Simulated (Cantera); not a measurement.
Input: 1 mol borazine, 1.5 mol N₂, 1.3 mol H₂, equilibrated at 2400 K and 0.0133 bar.

Cantera equilibrium calculation (NASA polynomials, part measured and part estimated; ideal gas, pure solids and liquids). Candidate condensed phases: B, BN; 15 gas species. The feed counts by its element totals alone. The tables' values for BH₂ are old estimates; treat these amounts as uncertain. Kinetics and transport are ignored.

Base state: H₂ 0.508, N₂ 0.390, H 0.0982, B 0.00239, BH₂ 0.00151, BH 0.000132, BN 7.88e-5 (mole fractions); condensed: B(l).

Problem. What changes in the equilibrium state with this change: temperature from 2400 K to 1800 K?

Solution. 
```
species       before    after
----------  --------  -------
H₂             0.508    0.739
N₂             0.390    0.258
H             0.0982  0.00267
BH₂          0.00151  3.38e-6
B            0.00239  8.65e-9
BN           7.88e-5    <1e-9
BH          0.000132  4.45e-9
B(l), mol       2.97        0
BN(s), mol         0     3.00
```

Problem. What changes in the equilibrium state with this change: pressure from 0.0133 bar to 0.100 bar?

Solution. 
```tsv
species	before	after
H₂	0.508	0.702
N₂	0.390	0.254
H	0.0982	0.0421
BH₂	0.00151	0.00180
B	0.00239	0.000275
BN	7.88e-5	2.00e-5
B(l), mol	2.97	0
BN(s), mol	0	2.99
```
Gases not in the tables: B₂H₆ and higher boranes.
